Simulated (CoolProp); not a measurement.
CF4 (R14) at 363.01 K and 0.119 MPa flows at 0.058 m/s in a round tube of 1 mm bore and 15 µm roughness, fully developed (64/Re and Nu = 3.66 if laminar; Colebrook and Gnielinski if turbulent). Each further row changes one setting.

Computed with CoolProp (reference Helmholtz-energy equation of state, Platzer 1990). This equation is an older, rougher fit.

```json
[
 {"case": "as stated", "Reynolds number": "9.90", "Darcy friction factor": "6.46", "pressure drop (Pa/m)": "37.8", "heat-transfer coefficient (W/(m² K))": "78.0", "mass flow (kg/h)": "0.000570"},
 {"case": "velocity 0.116 m/s", "Reynolds number": "19.8", "Darcy friction factor": "3.23", "pressure drop (Pa/m)": "75.6", "heat-transfer coefficient (W/(m² K))": "78.0", "mass flow (kg/h)": "0.00114"},
 {"case": "diameter 2 mm", "Reynolds number": "19.8", "Darcy friction factor": "3.23", "pressure drop (Pa/m)": "9.45", "heat-transfer coefficient (W/(m² K))": "39.0", "mass flow (kg/h)": "0.00228"}
]
```

Viscosity comes from a separate model (Huber 2003), an estimate that may be off by 10 % or more. Thermal conductivity comes from a separate model (Huber 2003), an estimate that may be off by 10 % or more.
